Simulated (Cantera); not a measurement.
Input (Python, Cantera):

```python
import numpy as np
import cantera as ct

gas = ct.Solution("gri30.yaml")
gas.TPX = 1473, 1300000, {'CO': 1, 'H2': 0.11, 'O2': 0.638, 'N2': 2.4, 'H2O': 0.37}
reactor = ct.IdealGasReactor(gas, energy="on", clone=False)
net = ct.ReactorNet([reactor])
net.rtol, net.atol = 1e-08, 1e-16
show = ['CO', 'H2', 'O2', 'H', 'NO', 'H2O2']
times = np.geomspace(9e-06, 0.7, 12)

steps = ct.SolutionArray(gas, extra=["t"])
rows = []
print(f"{'t/s':>10s}{'T/K':>9s}{'P/Pa':>11s}" + "".join(f"{s:>11s}" for s in show))
for t in times:
    while net.time < t:
        t_next = net.step()
        steps.append(gas.state, t=t_next)
    rows.append([np.interp(t, steps.t, y) for y in (steps.T, steps.P, *steps(*show).X.T)])
    print(f"{t:10.3e}{rows[-1][0]:9.1f}{rows[-1][1]:11.4g}" + "".join(f"{x:11.3e}" for x in rows[-1][2:]))
rate = np.gradient(steps.T, steps.t)
print("integrator steps:", len(steps.t))
if steps.T.max() > steps.T[0] + 200:
    print(f"time of steepest temperature rise: {steps.t[rate.argmax()]:.4e} s")
gas.TPX = 1473, 1300000, {'CO': 1, 'H2': 0.11, 'O2': 0.638, 'N2': 2.4, 'H2O': 0.37}
gas.equilibrate("UV")
print(f"equilibrium (UV): T = {gas.T:.1f} K  " + "  ".join(f"{s} {gas[s].X[0]:.3e}" for s in show))
```

It prints:

```
       t/s      T/K       P/Pa         CO         H2         O2          H         NO       H2O2
 9.000e-06   2936.6  2.374e+06  6.298e-02  4.673e-03  4.751e-02  2.398e-03  4.057e-04  1.655e-06
 2.505e-05   2985.1  2.404e+06  5.736e-02  4.334e-03  4.343e-02  2.042e-03  3.499e-03  1.784e-06
 6.974e-05   2975.1  2.395e+06  5.728e-02  4.351e-03  4.063e-02  1.986e-03  9.606e-03  1.702e-06
 1.941e-04   2965.4  2.386e+06  5.724e-02  4.370e-03  3.797e-02  1.933e-03  1.542e-02  1.623e-06
 5.404e-04   2963.5  2.385e+06  5.724e-02  4.374e-03  3.747e-02  1.924e-03  1.651e-02  1.608e-06
 1.504e-03   2963.5  2.385e+06  5.724e-02  4.374e-03  3.747e-02  1.923e-03  1.652e-02  1.608e-06
 4.188e-03   2963.5  2.385e+06  5.724e-02  4.374e-03  3.747e-02  1.923e-03  1.652e-02  1.608e-06
 1.166e-02   2963.5  2.385e+06  5.724e-02  4.374e-03  3.747e-02  1.923e-03  1.652e-02  1.608e-06
 3.245e-02   2963.5  2.385e+06  5.724e-02  4.374e-03  3.747e-02  1.923e-03  1.652e-02  1.608e-06
 9.033e-02   2963.5  2.385e+06  5.724e-02  4.374e-03  3.747e-02  1.923e-03  1.652e-02  1.608e-06
 2.515e-01   2963.5  2.385e+06  5.724e-02  4.374e-03  3.747e-02  1.923e-03  1.652e-02  1.608e-06
 7.000e-01   2963.5  2.385e+06  5.724e-02  4.374e-03  3.747e-02  1.923e-03  1.652e-02  1.608e-06
integrator steps: 1279
time of steepest temperature rise: 5.9956e-06 s
equilibrium (UV): T = 2963.5 K  CO 5.724e-02  H2 4.374e-03  O2 3.747e-02  H 1.923e-03  NO 1.652e-02  H2O2 1.608e-06
```

Detailed kinetics in Cantera: GRI-Mech 3.0 (53 species, 325 reactions). The hydrogen kinetics of GRI-Mech 3.0 are dated; newer H2 mechanisms differ, most at raised pressure. The pressure lies above the range GRI-Mech 3.0 was tuned for (to about 10 atm).
